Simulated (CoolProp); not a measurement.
Vapour-liquid equilibrium of dimethyl carbonate (1) + n-nonane (2) at 0.868 MPa; x and y are mole fractions of (1).

Computed with CoolProp (multi-fluid Helmholtz-energy mixture model, Zhou 2011 and Lemmon 2006; pair parameters Bell 2016).

Give the bubble temperature and the first vapour's composition at x = 0.05, 0.15, 0.45. Is there an azeotrope?

x = 0.05: 244.1 °C, y = 0.170; x = 0.15: 224.2 °C, y = 0.437; x = 0.45: 192.9 °C, y = 0.760. No azeotrope shows between x = 0.05 and 0.95.

Pair parameters are fitted to limited data, so mixtures are less certain than the pure fluids.
